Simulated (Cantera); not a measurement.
Input (Python, Cantera) and output of one run.

```python
import numpy as np
import cantera as ct

gas_names = """
    CL CL2 H HCL H2 Si SiCL SiCL2 SiCL3 SiCL4 SiH SiHCL3 SiH2 SiH2CL2 SiH3 SiH3CL SiH4 Si2 Si3
""".split()
cond_names = """
    Si(cr) Si(L)
""".split()


# ... load() reads the species with a 1 bar reference pressure and builds the phases ...
atoms = {
    'SiCl4': {'Si': 1, 'CL': 4},
    'HCl': {'H': 1, 'CL': 1},
    'H2': {'H': 2},
    'Cl2': {'CL': 2},
}
top_T = {}  # K; cautious upper limits of use, not melting points


# ... equilibrate(T, P, feed) seeds the gas with the atoms and calls Mixture.equilibrate('TP', solver="vcs", rtol=1e-11, max_steps=5000) ...
results = []
feed = {'SiCl4': 1, 'HCl': 2.7, 'H2': 5, 'Cl2': 0.97}  # mol
P = 150000  # Pa
for T in [1023, 1073, 1123, 1173, 1223, 1273, 1323]:
    mix = equilibrate(T, P, feed)
    results.append((T, P, feed, dict(zip(mix.species_names, mix.species_moles))))

top = {s: max(r[3][s] / sum(r[3][g] for g in gas_names) for r in results) for s in gas_names}
cols = sorted((s for s in top if top[s] > 0.0001), key=lambda s: -top[s])[:8]
seen = [c for c in cond_names if any(r[3].get(c, 0) > 1e-12 for r in results)]
print("log10 of partial pressures in bar; condensed amounts in mol")
print(f"{'T/K':>10s}" + "".join(f"{s[:9]:>10s}" for s in cols + seen))
for T, P, feed, n in results:
    ng = sum(n[g] for g in gas_names)
    print(f"{T:10.4g}" + "".join(f"{np.log10(max(n[s] / ng * P / 1e5, 1e-99)):10.3f}" for s in cols)
          + "".join(f"{n.get(c, 0):10.4g}" for c in seen))
```

It prints:

```
log10 of partial pressures in bar; condensed amounts in mol
       T/K       HCL        H2     SiCL4    SiHCL3     SiCL3     SiCL2
      1023    -0.142    -0.205    -0.813    -2.948    -4.479    -6.822
      1073    -0.142    -0.205    -0.814    -2.789    -4.067    -6.115
      1123    -0.141    -0.206    -0.816    -2.646    -3.693    -5.475
      1173    -0.141    -0.206    -0.819    -2.517    -3.353    -4.892
      1223    -0.140    -0.207    -0.824    -2.401    -3.043    -4.360
      1273    -0.139    -0.209    -0.829    -2.298    -2.760    -3.875
      1323    -0.137    -0.210    -0.838    -2.206    -2.504    -3.432
```

These are equilibrium values from Cantera (NASA tables, ideal gas, pure condensed phases), not measurements of a reactor. The tables' values for SiCl3 are old estimates; treat these amounts as uncertain.
